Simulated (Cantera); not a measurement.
# Gas activation for diamond growth

An isothermal, constant-pressure homogeneous reactor starts with 0.296 % CH4, 98.7 % H2, 0.987 % CO2, at 2450 K and 10.00 Torr.

Cantera simulation using GRI-Mech 3.0 (53 species, 325 reactions); the numbers are that mechanism's predictions, not measurements. Radical loss at walls, strong at low pressure, is not modelled.

```
t (s)        x CH4   x H2    x CO2    x CH2O       x O
--------  --------  -----  -------  --------  --------
1.00e-6    0.00296  0.987  0.00987    <1e-12  4.22e-10
3.92e-6    0.00296  0.987  0.00987    <1e-12  6.61e-10
1.53e-5    0.00295  0.987  0.00987  3.03e-12  6.76e-10
6.01e-5    0.00294  0.987  0.00987  1.07e-10  6.85e-10
0.000235   0.00291  0.986  0.00983   2.85e-9  8.42e-10
0.000922   0.00281  0.984  0.00926   2.78e-8   3.61e-9
0.00361    0.00243  0.972  0.00385   8.22e-8   8.97e-8
0.0141    0.000996  0.951  1.63e-5   1.24e-7   9.97e-7
0.0554    0.000111  0.935  1.59e-5   2.91e-8   2.50e-6
0.217      2.74e-6  0.906  1.46e-5   1.66e-9   5.83e-6
0.850     1.68e-12  0.847  1.43e-5  6.97e-11   2.03e-5
3.33        <1e-12  0.823  1.43e-5  5.16e-11   2.92e-5
13.0        <1e-12  0.823  1.43e-5  5.15e-11   2.92e-5
51.1        <1e-12  0.823  1.43e-5  5.15e-11   2.92e-5
200         <1e-12  0.823  1.43e-5  5.15e-11   2.92e-5
```
x: mole fraction; the columns are a selection and need not sum to one.

Equilibrium at this temperature and pressure: CH4 <1e-12, H2 0.823, CO2 1.43e-5, CH2O 5.15e-11, O 2.92e-5 (gas phase only).
